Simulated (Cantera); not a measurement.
A Cantera script and what it prints.

```python
import numpy as np
import cantera as ct

gas_names = """
    Mg MgO Mg2 O O2 O3
""".split()
cond_names = """
    Mg(cr) Mg(L) MgO(s) MgO(L)
""".split()


# ... load() reads the species with a 1 bar reference pressure and builds the phases ...
atoms = {
    'MgO': {'Mg': 1, 'O': 1},
    'O2': {'O': 2},
}
top_T = {}  # K; cautious upper limits of use, not melting points


# ... equilibrate(T, P, feed) seeds the gas with the atoms and calls Mixture.equilibrate('TP', solver="vcs", rtol=1e-11, max_steps=5000) ...
results = []
feed = {'MgO': 1, 'O2': 8.5}  # mol
T = 1098.15  # K
P = 1600000  # Pa
mix = equilibrate(T, P, feed)
results.append((T, P, feed, dict(zip(mix.species_names, mix.species_moles))))
print(gas.report(threshold=0.001))
for i in range(1, mix.n_phases):
    print(f"{mix.phase(i).name:16s} {mix.phase_moles(i):12.5e} mol")
```

Output:

```
       temperature   1098.2 K
          pressure   1.6e+06 Pa
           density   5.6072 kg/m^3
  mean mol. weight   31.998 kg/kmol
   phase of matter   gas

                          1 kg             1 kmol
                     ---------------   ---------------
          enthalpy        8.1716e+05        2.6148e+07  J
   internal energy        5.3182e+05        1.7017e+07  J
           entropy            6994.7        2.2382e+05  J/K
    Gibbs function        -6.864e+06       -2.1964e+08  J
 heat capacity c_p            1100.9             35228  J/K
 heat capacity c_v            841.09             26913  J/K

                      mass frac. Y      mole frac. X     chem. pot. / RT
                     ---------------   ---------------   ---------------
                O2                 1                 1           -24.055
     [   +5 minor]        5.7423e-10        7.7979e-10

Mg(L)             0.00000e+00 mol
MgO(s)            1.00000e+00 mol
```

Cantera equilibrium calculation (NASA polynomials, part measured and part estimated; ideal gas, pure solids and liquids).
